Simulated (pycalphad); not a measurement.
Computed with pycalphad from the COST 507 light-alloy database (1999), at 1 atm. The database dates from 1999; later assessments differ in places, in temperatures and in the compounds included. Kinetics are ignored, which matters at the lower temperatures.

Molar enthalpy of Si-0.26Zr (at.%) in equilibrium (SER reference):

| T (°C) | H (kJ/mol) | phases |
|---|---|---|
| 2327 | 110.56 | LIQUID |
| 2227 | 107.84 | LIQUID |
| 2127 | 105.12 | LIQUID |
| 2027 | 102.39 | LIQUID |
| 1927 | 99.67 | LIQUID |
| 1827 | 96.94 | LIQUID |
| 1727 | 94.22 | LIQUID |
| 1627 | 91.50 | LIQUID |
| 1527 | 88.78 | LIQUID |
| 1477 | 87.41 | LIQUID |
| 1427 | 86.05 | LIQUID |
| 1327 | 33.08 | DIAMOND_A4 + SI2ZR |
| 1277 | 31.64 | DIAMOND_A4 + SI2ZR |
| 1227 | 30.21 | DIAMOND_A4 + SI2ZR |
| 1127 | 27.38 | DIAMOND_A4 + SI2ZR |
| 1027 | 24.60 | DIAMOND_A4 + SI2ZR |
| 927 | 21.86 | DIAMOND_A4 + SI2ZR |
| 827 | 19.16 | DIAMOND_A4 + SI2ZR |
| 727 | 16.50 | DIAMOND_A4 + SI2ZR |
| 627 | 13.89 | DIAMOND_A4 + SI2ZR |
| 527 | 11.33 | DIAMOND_A4 + SI2ZR |
| 427 | 8.83 | DIAMOND_A4 + SI2ZR |
| 327 | 6.38 | DIAMOND_A4 + SI2ZR |
| 227 | 4.00 | DIAMOND_A4 + SI2ZR |

Cooling from 1427 °C to 1327 °C, across the freezing range, releases 53.0 kJ/mol, or 1880 J/g. The slope is 27 J/(mol K) in the liquid and 29 J/(mol K) just below the solidus, where it includes any heat of precipitation. Liquidus 1413 °C, solidus 1361 °C. Changes were sought between steps of 50 K, so a narrower field can be missed.

Database names, with the compositions (at.%) that they take in these runs: SI2ZR: Si 67 Zr 33. DIAMOND_A4 is diamond (Si).
